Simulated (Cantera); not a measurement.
# Ammonia decomposition in nitride growth gas

A perfectly stirred reactor is fed with 80.1 % NH3, 17.6 % H2, 2.24 % N2, at 1.01 bar; it is held at 2200 K, and followed from long to short residence time.

Model: the gas-phase N/H chemistry of the illustrative SiF4/NH3 mechanism in the Surface Chemkin manual (1991), integrated in Cantera. Walls and surfaces, which speed up NH3 decomposition in real reactors, are not modelled.

| τ (s) | x NH3 | x H2 | x N2H4 | x H | x N | x NH2 |
|---|---|---|---|---|---|---|
| 0.64 | 0.00507 | 0.758 | 6.77e-10 | 0.00384 | 2.99e-6 | 7.94e-5 |
| 0.30 | 0.0100 | 0.755 | 1.82e-9 | 0.00317 | 3.34e-6 | 0.000130 |
| 0.14 | 0.0212 | 0.747 | 5.11e-9 | 0.00248 | 3.46e-6 | 0.000218 |
| 0.067 | 0.0434 | 0.731 | 1.35e-8 | 0.00193 | 3.49e-6 | 0.000354 |
| 0.031 | 0.0878 | 0.699 | 3.51e-8 | 0.00147 | 3.48e-6 | 0.000571 |
| 0.015 | 0.161 | 0.645 | 8.00e-8 | 0.00112 | 3.41e-6 | 0.000862 |
| 0.0070 | 0.278 | 0.559 | 1.69e-7 | 0.000817 | 3.26e-6 | 0.00125 |
| 0.0033 | 0.423 | 0.453 | 3.01e-7 | 0.000582 | 3.02e-6 | 0.00167 |
| 0.0016 | 0.558 | 0.354 | 4.45e-7 | 0.000420 | 2.72e-6 | 0.00203 |
| 0.00073 | 0.668 | 0.272 | 5.77e-7 | 0.000309 | 2.39e-6 | 0.00231 |
| 0.00035 | 0.732 | 0.226 | 6.50e-7 | 0.000249 | 2.10e-6 | 0.00246 |
x: mole fraction; the columns are a selection and need not sum to one.
